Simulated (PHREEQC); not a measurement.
**Nickel, zinc or cadmium bath**

A solution holds 2.3 mmol/kgw CdCl2, 0.35 mmol/kgw NaCl and 10 mmol/kgw MnSO4, at 80 °C. Closed to the air; pH follows from the charge balance.

All values are PHREEQC results (ion-association model, wateq4f.dat), not measurements.

This is a speciation only: nothing precipitates in the calculation.

Problem. Estimate the pH, ionic strength.

Solution. pH 5.78; ionic strength 0.0287 mol/kgw.

Problem. In which forms is Cd present?

Solution. Cd+2 56 %, CdSO4 29 %, CdCl+ 14 %, Cd(SO4)2-2 1.3 % of the Cd.

At this temperature some constants are extrapolated from 25 °C, and those without enthalpy data are left unchanged.
